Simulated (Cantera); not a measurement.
## Nitride etching: AlN + O2

Feed: 1 mol AlN, 0.19 mol O2, held at 1523.15 K and 6.15 Torr.

These are equilibrium values from Cantera (NASA tables, ideal gas, pure condensed phases), not measurements of a reactor. Candidate condensed phases: Al, AlN, Al2O3; 16 gas species. Mutual solubility and eutectic melting of coexisting phases are not modelled. The numbers say what is thermodynamically allowed, not how fast it happens.

| Property | Value |
|---|---|
| x(N2) | 1.00 |
| n(AlN(s)) | 0.747 mol |
| n(Al2O3(s)) | 0.127 mol |
| gas amount | 0.1267 mol |
| log10 activity of Al(l) (absent) | -4.11 |
